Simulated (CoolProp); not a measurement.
Vapour-liquid equilibrium of methanol (1) + m-xylene (2) at 0.628 MPa; x and y are mole fractions of (1).

The numbers come from the multi-fluid Helmholtz-energy mixture model, de Reuck 1993 and Zhou 2012; pair parameters Bell 2016 in CoolProp.

```
x     bubble temperature, mixture model (K)  bubble temperature, Raoult's law (K)  y, mixture model  y, Raoult's law
----  -------------------------------------  ------------------------------------  ----------------  ---------------
0.05                                  456.9                                 476.4             0.510            0.341
0.15                                  423.1                                 452.4             0.778            0.639
0.25                                  411.4                                 437.5             0.841            0.772
0.35                                  406.3                                 426.8             0.866            0.847
0.45                                  403.5                                 418.6             0.880            0.895
0.55                                  401.5                                 412.0             0.891            0.928
0.65                                  399.6                                 406.5             0.903            0.952
0.75                                  397.7                                 401.8             0.920            0.970
0.85                                  395.7                                 397.7             0.943            0.984
0.95                                  393.5                                 394.1             0.977            0.995
```

The largest gap from Raoult's law is -29.3 K in bubble temperature, at x = 0.15. No azeotrope shows between x = 0.05 and 0.95.

The pair parameters rest on a limited set of measurements; away from them the model extrapolates. With so large a gap from Raoult's law the liquid may split in two, which this calculation doesn't test in full.
